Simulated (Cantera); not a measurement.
Input: 1 mol Pb, 0.001 mol O2, 150 mol H2, held at 0.100 bar.

Cantera equilibrium calculation (NASA polynomials, part measured and part estimated; ideal gas, pure solids and liquids). Candidate condensed phases: H2O, Pb, PbO, PbO2, Pb3O4; 12 gas species. Equilibrium is a limit: real reactors are often held back by kinetics, nucleation or transport.

At 1073 K, list the 3 most abundant gas species with their mole fractions, and the condensed phases.

H2 0.999, Pb 0.000731, H2O 1.33e-5. Condensed: Pb(l).
